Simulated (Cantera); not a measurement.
A perfectly stirred reactor is fed with CH3OH : O2 : N2 = 1 : 2.59 : 9.72 (molar parts), at 20000 Pa; it is adiabatic with a 575 K inlet, and is followed from long to short residence time, starting on the burning branch (τ in s: 0.13, 0.057, 0.025, 0.011, 0.005, 0.0022, 0.00098, 0.00043, 0.00019, 8.5e-05, 3.8e-05, 1.7e-05, 7.4e-06).

Computed with Cantera and GRI-Mech 3.0 (53 species, 325 reactions). GRI-Mech 3.0 was tuned for natural gas; its chemistry of methanol as a main component is partial and can be far from experiment.

What does this change do: O2 2.59 to 3.6 parts?


```json
[
 {"quantity": "blow-out, bracketed by the residence times tried", "before": "burning at 0.980 ms, out at 0.430 ms", "after": "burning at 2.20 ms, out at 0.980 ms"},
 {"quantity": "x(CH3OH) at τ = 0.130 s", "before": "3.43e-6", "after": "4.73e-6"},
 {"quantity": "x(O2) at τ = 0.130 s", "before": "0.0787", "after": "0.141"},
 {"quantity": "x(NO2) at τ = 0.130 s", "before": "1.31e-8", "after": "1.06e-8"},
 {"quantity": "x(HO2) at τ = 0.130 s", "before": "2.06e-6", "after": "3.00e-6"},
 {"quantity": "x(C2H6) at τ = 0.130 s", "before": "<1e-12", "after": "<1e-12"},
 {"quantity": "x(CH3OH) at τ = 0.980 ms", "before": "0.000200", "after": "0.0698"},
 {"quantity": "x(O2) at τ = 0.980 ms", "before": "0.0873", "after": "0.251"},
 {"quantity": "x(NO2) at τ = 0.980 ms", "before": "6.47e-10", "after": "<1e-12"},
 {"quantity": "x(HO2) at τ = 0.980 ms", "before": "6.52e-5", "after": "<1e-12"},
 {"quantity": "x(C2H6) at τ = 0.980 ms", "before": "2.79e-10", "after": "<1e-12"}
]
```
